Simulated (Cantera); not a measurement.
Input (Python, Cantera) and output of one run.

```python
import numpy as np
import cantera as ct

gas_names = """
    H H2 H2S Pb PbS Pb2 S SH S2 S8
""".split()
cond_names = """
    Pb(cr) Pb(L) PbS(s) PbS(L) S(cr1) S(cr2) S(L)
""".split()


# ... load() reads the species with a 1 bar reference pressure and builds the phases ...
atoms = {
    'Pb': {'Pb': 1},
    'H2S': {'H': 2, 'S': 1},
    'H2': {'H': 2},
}
top_T = {}  # K; cautious upper limits of use, not melting points


# ... equilibrate(T, P, feed) seeds the gas with the atoms and calls Mixture.equilibrate('TP', solver="vcs", rtol=1e-11, max_steps=5000) ...
results = []
feed = {'Pb': 1, 'H2S': 0.19, 'H2': 150}  # mol
P = 11000  # Pa
for T in [1075, 1150, 1225, 1300, 1375, 1450, 1525, 1600, 1675, 1750, 1825]:
    mix = equilibrate(T, P, feed)
    results.append((T, P, feed, dict(zip(mix.species_names, mix.species_moles))))

top = {s: max(r[3][s] / sum(r[3][g] for g in gas_names) for r in results) for s in gas_names}
cols = sorted((s for s in top if top[s] > 0.0001), key=lambda s: -top[s])[:8]
seen = [c for c in cond_names if any(r[3].get(c, 0) > 1e-12 for r in results)]
print("log10 of partial pressures in bar; condensed amounts in mol")
print(f"{'T/K':>10s}" + "".join(f"{s[:9]:>10s}" for s in cols + seen))
for T, P, feed, n in results:
    ng = sum(n[g] for g in gas_names)
    print(f"{T:10.4g}" + "".join(f"{np.log10(max(n[s] / ng * P / 1e5, 1e-99)):10.3f}" for s in cols)
          + "".join(f"{n.get(c, 0):10.4g}" for c in seen))
```

Result:

```
log10 of partial pressures in bar; condensed amounts in mol
       T/K        H2        Pb         H       H2S       PbS        SH     Pb(L)
      1075    -0.959    -4.120    -8.313    -3.920    -4.727    -8.060    0.8706
      1150    -0.960    -3.538    -7.607    -4.019    -4.367    -7.637    0.5443
      1225    -0.962    -3.177    -6.987    -4.117    -4.210    -7.275         0
      1300    -0.962    -3.172    -6.437    -4.078    -4.263    -6.832         0
      1375    -0.962    -3.168    -5.946    -4.049    -4.315    -6.441         0
      1450    -0.962    -3.165    -5.505    -4.026    -4.365    -6.094         0
      1525    -0.962    -3.162    -5.107    -4.009    -4.415    -5.785         0
      1600    -0.962    -3.159    -4.746    -3.998    -4.465    -5.509         0
      1675    -0.962    -3.157    -4.416    -3.993    -4.516    -5.263         0
      1750    -0.962    -3.155    -4.115    -3.996    -4.570    -5.046         0
      1825    -0.963    -3.153    -3.837    -4.008    -4.629    -4.855         0
```

Equilibrium computed with Cantera from the NASA thermochemical tables; the gas is ideal and each condensed phase is pure.
